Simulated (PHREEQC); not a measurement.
A PHREEQC input (ion-association model, wateq4f.dat):

```
SOLUTION 1
  temp 298.15
  units mg/L
  pH 8.05
  pe 2.5
  Na 19.8
  K 1.95
  Ca 8.61
  Mg 6.88
  Cl 23.7
  S(6) 10.6 as SO4
  Alkalinity 59 as HCO3
  B 0.0938
END
USE solution 1
EQUILIBRIUM_PHASES 1
  Quartz 0 0.5
  CO2(g) -3.4 10
END
```

It stops with these messages:

```
WARNING: Maximum iterations exceeded, 100
WARNING: Maximum iterations exceeded, 100
WARNING: The program has failed to converge to a numerical solution.
ERROR:           Alkalinity has not converged. Total: 9.670367e-04	Calculated: 1.047573e-03	Residual: -8.053625e-05
ERROR: Is non-carbonate alkalinity greater than total alkalinity?
ERROR:                    B has not converged. Total: 8.678285e-06	Calculated: 8.679898e-06	Residual: -1.613459e-09
ERROR:                   Ca has not converged. Total: 2.148484e-04	Calculated: 2.149693e-04	Residual: -1.209091e-07
ERROR:                   Cl has not converged. Total: 6.685780e-04	Calculated: 6.688247e-04	Residual: -2.466252e-07
ERROR:                    K has not converged. Total: 4.987609e-05	Calculated: 4.989465e-05	Residual: -1.855678e-08
ERROR:                   Na has not converged. Total: 8.613641e-04	Calculated: 8.617170e-04	Residual: -3.529679e-07
ERROR:                 S(6) has not converged. Total: 1.103575e-04	Calculated: 1.050445e-04	Residual: 5.313017e-06
ERROR:               A(H2O) Activity of water has not converged. 	Residual: 1.116180e+01
ERROR: Model failed to converge for initial solution  1.
```

**Question.** What went wrong, and how is it mended?

**Answer.** The fault: the temperature typed in kelvin. The line should read `temp 25` where the input has `temp 298.15`. With the mend the run ends at pH 8.17 and ionic strength 0.00245 mol/kgw.
